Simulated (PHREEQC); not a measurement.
Make-up at 60 °C: 5.2 mmol/kgw NaH2PO4 and 0.046 mmol/kgw Na2CO3. Closed to the air; pH follows from the charge balance.

Model: ion-association model, phreeqc.dat, run in PHREEQC.

**Question.** The ionic strength comes out as 0.00539 mol/kgw. What activity coefficients do HPO4-2, H2PO4-, HCO3-, H+, Na+ get?

**Answer.** HPO4-2 0.72, H2PO4- 0.92, HCO3- 0.92, H+ 0.93, Na+ 0.92.

No solid was allowed to form. At this temperature some constants are extrapolated from 25 °C, and those without enthalpy data are left unchanged.
